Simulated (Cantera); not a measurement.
**Hydrocarbon pyrolysis for carbon deposition**

An isothermal, constant-pressure homogeneous reactor starts with C2H6 : H2 : N2 = 1 : 57 : 2.7 (molar parts), at 1125 K and 1.00 bar.

Detailed kinetics in Cantera: GRI-Mech 3.0 (53 species, 325 reactions). GRI-Mech 3.0 stops at C3 and has no aromatics, soot or wall deposition, so with more carbon than oxygen in the feed, carbon stays in small species such as C2H2 where larger ones or solid carbon would form.

```csv
t (s),x C2H6,x H2,x C2H4,x CH4,x C2H,x CH3
0.000100,0.0165,0.939,7.38e-7,3.79e-7,<1e-12,1.62e-8
0.000242,0.0165,0.939,4.59e-6,9.89e-7,<1e-12,1.88e-8
0.000585,0.0164,0.939,2.70e-5,3.11e-6,<1e-12,3.26e-8
0.00141,0.0163,0.939,0.000142,1.49e-5,<1e-12,8.25e-8
0.00342,0.0159,0.939,0.000570,7.23e-5,<1e-12,1.33e-7
0.00827,0.0147,0.939,0.00163,0.000229,<1e-12,1.32e-7
0.0200,0.0124,0.939,0.00373,0.000566,<1e-12,1.20e-7
0.0484,0.00880,0.939,0.00694,0.00119,<1e-12,1.03e-7
0.117,0.00538,0.939,0.00978,0.00215,<1e-12,8.93e-8
0.283,0.00390,0.938,0.0104,0.00363,<1e-12,9.98e-8
0.684,0.00340,0.936,0.00945,0.00647,<1e-12,1.44e-7
1.65,0.00270,0.934,0.00753,0.0118,<1e-12,2.19e-7
4.00,0.00172,0.930,0.00479,0.0195,<1e-12,2.97e-7
```
x: mole fraction; the columns are a selection and need not sum to one.

Equilibrium at this temperature and pressure: C2H6 5.53e-7, H2 0.923, C2H4 1.52e-6, CH4 0.0329, C2H <1e-12, CH3 2.84e-8 (gas phase only).
